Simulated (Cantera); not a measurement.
A perfectly stirred reactor is fed with CO : H₂ : CH₄ : O₂ : N₂ : CO₂ = 1 : 0.96 : 0.038 : 2.51 : 9.45 : 0.52 (molar parts), equivalence ratio 0.42, at 4.60 bar; it is adiabatic with a 473 K inlet, and is followed from long to short residence time, starting on the burning branch (τ in s: 0.15, 0.076, 0.037, 0.018, 0.009, 0.0044, 0.0022, 0.0011, 0.00052, 0.00026, 0.00013, 6.2e-05).

Computed with Cantera and GRI-Mech 3.0 (53 species, 325 reactions).

**Question.** Predict: blow-out, bracketed by the residence times tried; x(CO) at τ = 0.150 s; x(H₂) at τ = 0.150 s; x(CH₄) at τ = 0.150 s; x(O) at τ = 0.150 s; x(CO) at τ = 2.20 ms; x(H₂) at τ = 2.20 ms; x(CH₄) at τ = 2.20 ms; x(O) at τ = 2.20 ms.

**Answer.** 
- blow-out, bracketed by the residence times tried: burning at 0.260 ms, out at 0.130 ms
- x(CO) at τ = 0.150 s: 0.000188
- x(H₂) at τ = 0.150 s: 1.88e-5
- x(CH₄) at τ = 0.150 s: 4.66e-7
- x(O) at τ = 0.150 s: 1.73e-5
- x(CO) at τ = 2.20 ms: 0.00347
- x(H₂) at τ = 2.20 ms: 0.000331
- x(CH₄) at τ = 2.20 ms: 7.45e-6
- x(O) at τ = 2.20 ms: 0.000266
